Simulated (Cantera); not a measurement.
Feed: 1 mol MgO, 0.69 mol F2.

Cantera equilibrium calculation (NASA polynomials, part measured and part estimated; ideal gas, pure solids and liquids). Candidate condensed phases: Mg, MgF2, MgO; 14 gas species. Mutual solubility and eutectic melting of coexisting phases are not modelled. The numbers say what is thermodynamically allowed, not how fast it happens.

Stable condensed phases, one row left out:

```
T in K \ P in Pa
              1    6.8     46    320   2200  15000 100000
   1623       A      A      A      B      B      B      B
   1523       A      A      B      B      B      B      B
   1473       A      B      B      B      B      B      B
   1423       A      B      B      B      B      B      B
   1373       B      B      B      B      B      B      B
   1323       B      B      B      B      B      B      B
   1273       B      B      B      B      B      B      B
   1223       B      B      B      B      B      B      B
   1173       B      B      B      B      B      B      B
```

A: MgO; B: MgF2 + MgO.

Q: Give the row for 1573 K.

A: 1: MgO; 6.8: MgO; 46: MgF2 + MgO; 320: MgF2 + MgO; 2200: MgF2 + MgO; 15000: MgF2 + MgO; 100000: MgF2 + MgO.
